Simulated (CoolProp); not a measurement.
The fluid at 293.15 K and 4.33 MPa is throttled through a valve to 2.55 MPa with no heat exchange. The same conditions are run with several fluids, on thermodynamics alone (safety and materials aside).

The numbers come from the reference Helmholtz-energy equation of state of each fluid (dimethyl carbonate: Zhou 2011; n-octane: Beckmüller 2019; 1,2-dichloroethane: Thol 2015; R141b: Lemmon 2006; p-xylene: Zhou 2012) in CoolProp.

```csv
fluid,temperature change (K),final density (kg/m³)
dimethyl carbonate,+0.6,1070
n-octane,+0.8,704
"1,2-dichloroethane",+0.7,1250
R141b,+0.7,1250
p-xylene,+0.9,862
```
